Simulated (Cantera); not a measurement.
Input: 1 mol Al, 0.54 mol N₂O, 230 mol H₂, equilibrated at 850 K and 47.0 Pa.

Cantera equilibrium calculation (NASA polynomials, part measured and part estimated; ideal gas, pure solids and liquids). Candidate condensed phases: Al, AlN, Al₂O₃, H₂O; 35 gas species. The numbers say what is thermodynamically allowed, not how fast it happens.

Base state: H₂ 0.999, N₂ 0.000956 (mole fractions); condensed: AlN(s) + Al₂O₃(s).

Task: What changes in the equilibrium state with this change: temperature from 850 K to 2125 K?

Result: 
| species | before | after |
|---|---|---|
| H₂ | 0.999 | 0.839 |
| H | <1e-9 | 0.153 |
| Al | <1e-9 | 0.00345 |
| H₂O | <1e-9 | 0.00179 |
| Al₂O | <1e-9 | 0.000203 |
| AlOH | <1e-9 | 8.56e-5 |
| OH | <1e-9 | 4.05e-5 |
| AlN(s), mol | 0.640 | 0 |
| Al₂O₃(s), mol | 0.180 | 0 |
The tables' values for AlOH are old estimates; treat these amounts as uncertain.

Task: What changes in the equilibrium state with this change: Al replaced by AlCl₃?

Result: 
| species | before | after |
|---|---|---|
| H₂ | 0.999 | 0.987 |
| HCl | 0 | 0.0118 |
| N₂ | 0.000956 | 0.00114 |
| AlCl₃ | 0 | 0.000385 |
| AlN(s), mol | 0.640 | 0.551 |
| Al₂O₃(s), mol | 0.180 | 0.180 |
Condensed phases not in the tables: AlOCl. Further candidate phases: AlCl₃, NH₄Cl.
